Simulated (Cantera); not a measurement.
Mixture: CH3OH : O2 : N2 = 1 : 0.882 : 5.56 (molar parts), at 9.87 atm, adiabatic and at constant volume. Ignition delay is the time to a rise of 400 K.

Model: GRI-Mech 3.0 (53 species, 325 reactions), integrated in Cantera. GRI-Mech 3.0 was tuned for natural gas; its chemistry of methanol as a main component is partial and can be far from experiment.

Task: What does this change do: 0.51 parts H2O added?

Result: 
```tsv
quantity	before	after
delay at 1100 K	9.27 ms	8.43 ms
delay at 1250 K	0.645 ms	0.574 ms
delay at 1400 K	83.2 µs	72.3 µs
delay at 1550 K	17.4 µs	14.7 µs
delay at 1700 K	5.18 µs	4.31 µs
apparent activation energy between 1625 and 1775 K	170 kJ/mol	170 kJ/mol
```
